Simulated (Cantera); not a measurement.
A perfectly stirred reactor is fed with C3H8 : O2 : N2 = 1 : 8.2 : 56.6 (molar parts), equivalence ratio 0.61, at 10.0 bar; it is adiabatic with a 775 K inlet, and is followed from long to short residence time, starting on the burning branch (τ in s: 0.073, 0.03, 0.012, 0.005, 0.002, 0.00083, 0.00034, 0.00014, 5.6e-05, 2.3e-05, 9.4e-06, 3.8e-06).

Model: GRI-Mech 3.0 (53 species, 325 reactions), integrated in Cantera. GRI-Mech 3.0 was tuned for natural gas; its chemistry of propane as a main component is partial and can be far from experiment.

```csv
quantity,before,after
"blow-out, bracketed by the residence times tried","burning at 0.340 ms, out at 0.140 ms","burning at 0.340 ms, out at 0.140 ms"
x(C3H8) at τ = 73.0 ms,8.77e-7,1.57e-6
x(O2) at τ = 73.0 ms,0.0480,0.0479
x(H2) at τ = 73.0 ms,8.63e-6,0.000139
x(CO2) at τ = 73.0 ms,0.0447,0.0443
x(NO) at τ = 73.0 ms,3.90e-6,8.46e-6
x(C3H8) at τ = 0.340 ms,7.43e-5,0.000103
x(O2) at τ = 0.340 ms,0.0539,0.0582
x(H2) at τ = 0.340 ms,0.000497,0.00249
x(CO2) at τ = 0.340 ms,0.0342,0.0259
x(NO) at τ = 0.340 ms,7.55e-7,1.66e-6
```

Q: Name the change that produced these shifts.
(A) O2 8.2 to 11 parts
(B) pressure from 10.0 bar to 0.860 bar
(C) inlet temperature 775 to 348 K
(D) O2 8.2 to 13 parts

A: B, pressure from 10.0 bar to 0.860 bar
